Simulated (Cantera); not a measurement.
An isothermal, constant-pressure homogeneous reactor starts with H₂ : O₂ = 0.021 : 1 (molar parts), at 1125 K and 280 Pa.

Cantera simulation using GRI-Mech 3.0 (53 species, 325 reactions); the numbers are that mechanism's predictions, not measurements. Radical loss at walls, strong at low pressure, is not modelled.

One state of this run: x H₂ = 0.00520; x O₂ = 0.967; x H₂O₂ = 4.41e-8; x OH = 0.00274; x H = 0.00299. x: mole fraction; the columns are a selection and need not sum to one.

Problem. Which value of t (s) does it belong to?
(A) 0.100
(B) 10.0
(C) 0.000100
(D) 0.0316

Solution. D, 0.0316
